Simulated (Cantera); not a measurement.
Equilibrium for abatement and gas-phase synthesis: H₂S + O₂ + N₂

Input: 1 mol H₂S, 1.6 mol O₂, 47 mol N₂, equilibrated at 1 atm.

Method: chemical equilibrium by Gibbs-energy minimisation in Cantera with the NASA 1993 tables (ideal gas, pure condensed phases). Candidate condensed phases: H₂O, H₂SO₄, S; 35 gas species. Rates play no part.

| T (K) | x N₂ | x SO₂ | x H₂O | x H | x SO | x O | x NO | x OH |
|---|---|---|---|---|---|---|---|---|
| 1748 | 0.957 | 0.0203 | 0.0203 | 8.90e-7 | 5.12e-6 | 3.13e-6 | 0.000358 | 6.86e-5 |
| 1848 | 0.957 | 0.0203 | 0.0203 | 3.32e-6 | 1.60e-5 | 7.94e-6 | 0.000494 | 0.000125 |
| 1948 | 0.957 | 0.0203 | 0.0202 | 1.08e-5 | 4.46e-5 | 1.83e-5 | 0.000658 | 0.000212 |
| 2048 | 0.957 | 0.0202 | 0.0200 | 3.15e-5 | 0.000112 | 3.89e-5 | 0.000855 | 0.000342 |
| 2148 | 0.956 | 0.0201 | 0.0197 | 8.20e-5 | 0.000254 | 7.80e-5 | 0.00110 | 0.000529 |
| 2248 | 0.956 | 0.0198 | 0.0192 | 0.000193 | 0.000520 | 0.000150 | 0.00140 | 0.000791 |
| 2348 | 0.955 | 0.0193 | 0.0184 | 0.000415 | 0.000966 | 0.000281 | 0.00180 | 0.00115 |
| 2448 | 0.953 | 0.0186 | 0.0174 | 0.000819 | 0.00164 | 0.000512 | 0.00232 | 0.00162 |
| 2548 | 0.951 | 0.0176 | 0.0160 | 0.00150 | 0.00256 | 0.000907 | 0.00299 | 0.00221 |
| 2648 | 0.949 | 0.0162 | 0.0144 | 0.00257 | 0.00373 | 0.00155 | 0.00381 | 0.00291 |
| 2748 | 0.945 | 0.0146 | 0.0125 | 0.00414 | 0.00510 | 0.00256 | 0.00477 | 0.00367 |
| 2848 | 0.941 | 0.0126 | 0.0104 | 0.00630 | 0.00658 | 0.00405 | 0.00584 | 0.00444 |
| 2948 | 0.936 | 0.0105 | 0.00818 | 0.00909 | 0.00800 | 0.00615 | 0.00698 | 0.00510 |
| 3048 | 0.930 | 0.00828 | 0.00609 | 0.0124 | 0.00920 | 0.00894 | 0.00810 | 0.00555 |
x: gas mole fraction; nothing condenses.

From 1748 K to 3048 K nothing is condensed.
